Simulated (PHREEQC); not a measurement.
Dissolve 0.0057 mol/kgw RbCl and 0.051 mol/kgw Cu(NO3)2 at 20 °C. Closed to the air; pH follows from the charge balance.

Model: ion-association model, wateq4f.dat, run in PHREEQC.

Each row changes one thing in this solution. No solid was allowed to form.

```
case                                                  pH  Cl- (mol/kgw)
--------------------------------------------------  ----  -------------
as made                                             4.44        0.00549
Cu(NO3)2 left out                                   7.08        0.00570
temperature from 20 to 30 °C                        4.31        0.00538
RbCl from 0.0057 to 0.00285 mol/kgw                 4.43        0.00275
0.00066 mol/kgw CO2 added                           4.22        0.00549
temperature from 20 to 70 °C                        3.85        0.00442
Cu(NO3)2 replaced by Al(NO3)3 at the same molality  3.47        0.00570
RbCl from 0.0057 to 0.00114 mol/kgw                 4.43        0.00110
```

At this temperature some constants are extrapolated from 25 °C, and those without enthalpy data are left unchanged.
